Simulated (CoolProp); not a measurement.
Carbonyl sulfide at 364.31 K and 3.89 MPa is throttled through a valve to 2.7 MPa with no heat exchange. Each further row changes one setting.

The numbers come from the reference Helmholtz-energy equation of state, Lemmon 2006 in CoolProp. It is a short technical equation, of lower accuracy than the large ones.

```json
[
 {"case": "as stated", "temperature change (K)": "-18.9", "final density (kg/m³)": "…"},
 {"case": "outlet pressure 0.81 MPa", "temperature change (K)": "…", "final density (kg/m³)": "…"},
 {"case": "outlet pressure 3.51 MPa", "temperature change (K)": "…", "final density (kg/m³)": "…"}
]
```

Problem. What belongs in the gaps?

Solution. 
- as stated, final density (kg/m³): 73.6
- outlet pressure 0.81 MPa, temperature change (K): -52.5
- outlet pressure 0.81 MPa, final density (kg/m³): 20.5
- outlet pressure 3.51 MPa, temperature change (K): -5.8
- outlet pressure 3.51 MPa, final density (kg/m³): 98.4
